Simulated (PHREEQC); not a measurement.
A made-up water analysis in mmol/kgw, 40 °C, pH 6.68:

| constituent | mmol/kgw |
|---|---|
| Na | 196 |
| K | 8.33 |
| Ca | 11.6 |
| Mg | 12.5 |
| Cl | 204 |
| S(6) | 21.8 |
| Alkalinity (meq/kgw) | 4.96e-07 |

Valence states are taken as typed.

All values are PHREEQC results (Pitzer model, pitzer.dat), not measurements.

Precipitation was switched off in this run.

Q: Predict the activity of water.

A: activity of water 0.993.

Q: In which forms is C present?

A: HCO3- 78 %, CO2 22 % of the C.

Away from 25 °C the constants follow the database's enthalpies or fits; those with neither stay at their 25 °C values.
